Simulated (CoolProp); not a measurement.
Computed with CoolProp (reference Helmholtz-energy equation of state, Lemmon 2013).

Problem. For propylene, give the phase and the cp (kJ/(kg K)), isothermal compressibility (1/MPa), expansivity (1/kK) at 133.85 °C and 6.07 MPa; 133.85 °C and 12.1 MPa.

Solution. 
- 133.85 °C and 6.07 MPa: supercritical; cp 3.42, isothermal compressibility 0.304, expansivity 11.9
- 133.85 °C and 12.1 MPa: supercritical; cp 3.54, isothermal compressibility 0.0450, expansivity 7.75
